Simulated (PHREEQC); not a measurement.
**Alkaline etch or developer (model solution)**

A solution holds 0.22 mol/kgw TMAH and 0.00096 mol/kgw Na2CO3, at 20 °C. Closed to the air; pH follows from the charge balance.

The numbers come from PHREEQC with the ion-association model, phreeqc.dat.

This is a speciation only: nothing precipitates in the calculation.

Task: What pH, activity of water does the model give?

Result: pH 13.36; activity of water 0.992.

(CH3)4N+ isn't in the database: it is added as a free cation with an ion size of 4 Å.
